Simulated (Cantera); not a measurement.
Input: 1 mol B2H6, a varied amount of O2, 55 mol N2, at 2102 °C and 165 Torr.

Equilibrium computed with Cantera from the NASA thermochemical tables; the gas is ideal and each condensed phase is pure. Candidate condensed phases: B, BN, B2O3, B3O3H3, H2O; 39 gas species. The feed counts by its element totals alone. The numbers say what is thermodynamically allowed, not how fast it happens.

### Question
Which condensed phases are stable at each of these points (n(O2) (mol)): 0.066, 0.2, 0.34, 0.47, 0.61, 0.75, 0.88, 1, 1.2, 1.3, 1.4?

### Answer
```json
[
 {"n(O2) (mol)": "0.066", "condensed phases": "BN(s)", "B condensed (%)": "93.2"},
 {"n(O2) (mol)": "0.2", "condensed phases": "BN(s)", "B condensed (%)": "79.7"},
 {"n(O2) (mol)": "0.34", "condensed phases": "BN(s)", "B condensed (%)": "65.7"},
 {"n(O2) (mol)": "0.47", "condensed phases": "BN(s)", "B condensed (%)": "52.7"},
 {"n(O2) (mol)": "0.61", "condensed phases": "BN(s)", "B condensed (%)": "38.8"},
 {"n(O2) (mol)": "0.75", "condensed phases": "BN(s)", "B condensed (%)": "24.8"},
 {"n(O2) (mol)": "0.88", "condensed phases": "BN(s)", "B condensed (%)": "11.9"},
 {"n(O2) (mol)": "1", "condensed phases": "BN(s)", "B condensed (%)": "0.0"},
 {"n(O2) (mol)": "1.2", "condensed phases": "gas only", "B condensed (%)": "0.0"},
 {"n(O2) (mol)": "1.3", "condensed phases": "gas only", "B condensed (%)": "0.0"},
 {"n(O2) (mol)": "1.4", "condensed phases": "gas only", "B condensed (%)": "0.0"}
]
```

From 0.066 mol O2 to 1 mol O2 the condensed part is BN(s). From 1.2 mol O2 to 1.4 mol O2 nothing is condensed.
